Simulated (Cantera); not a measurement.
Mixture: H₂ : O₂ : N₂ = 1 : 0.238 : 0.595 (molar parts), equivalence ratio 2.1, at 3.36 atm, adiabatic and at constant volume. Ignition delay is the time to a rise of 400 K.

Model: the H2/O2 subset of GRI-Mech 3.0, which has no nitrogen chemistry, integrated in Cantera. The hydrogen kinetics of GRI-Mech 3.0 are dated; newer H2 mechanisms differ, most at raised pressure.

Task: Predict: delay at 1025 K; delay at 1125 K; delay at 1225 K; delay at 1325 K; apparent activation energy between 1275 and 1375 K.

Result: 
```json
{
 "delay at 1025 K": "3.20 ms",
 "delay at 1125 K": "53.1 µs",
 "delay at 1225 K": "13.7 µs",
 "delay at 1325 K": "7.31 µs",
 "apparent activation energy between 1275 and 1375 K": "75 kJ/mol"
}
```
